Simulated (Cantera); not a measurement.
A closed system holds: 1 mol TEOS, 3.4 mol N₂O, 140 mol N₂, at 723.15 K and 100 Torr.

Equilibrium computed with Cantera from the NASA thermochemical tables; the gas is ideal and each condensed phase is pure. The feed counts by its element totals alone. Rates play no part.

```json
[
 {"species": "N₂", "before": "0.922", "after": "0.919"},
 {"species": "H₂", "before": "0.0512", "after": "0.0546"},
 {"species": "CO₂", "before": "0.00934", "after": "0.00917"},
 {"species": "CO", "before": "0.00671", "after": "0.00904"},
 {"species": "NH₃", "before": "1.04e-5", "after": "6.16e-6"},
 {"species": "CH₄", "before": "0.00186", "after": "0.00114"},
 {"species": "H₂O", "before": "0.00932", "after": "0.00723"},
 {"species": "C(graphite), mol", "before": "5.21", "after": "4.98"},
 {"species": "SiO₂(α-quartz), mol", "before": "1.00", "after": "1.00"}
]
```
Gas species are given as mole fractions.

**Question.** Which change was made?
A. temperature from 723.15 K to 825 K
B. pressure from 100 Torr to 54.0 Torr
C. temperature from 723.15 K to 798.15 K
D. N₂O from 3.4 to 0.16 mol

**Answer.** B, pressure from 100 Torr to 54.0 Torr
